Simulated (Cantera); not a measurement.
Feed: 1 mol MgO, 4.1 mol SO₂, 6.5 mol O₂, at 7.70 bar.

Equilibrium computed with Cantera from the NASA thermochemical tables; the gas is ideal and each condensed phase is pure. Candidate condensed phases: Mg, MgO, MgS, MgSO₄, S; 14 gas species. Equilibrium is a limit: real reactors are often held back by kinetics, nucleation or transport. All values below are at 1125 K.

Base state: O₂ 0.626, SO₃ 0.194, SO₂ 0.180 (mole fractions); condensed: MgSO₄(s).

Q: What changes in the equilibrium state with this change: SO₂ from 4.1 to 0.36 mol?

A: 
| species | before | after |
|---|---|---|
| O₂ | 0.626 | 1.000 |
| SO₃ | 0.194 | 2.65e-5 |
| SO₂ | 0.180 | 1.94e-5 |
| MgSO₄(s), mol | 1.00 | 0.360 |
| MgO(s), mol | 0 | 0.640 |
Mutual solubility and eutectic melting of coexisting phases are not modelled.
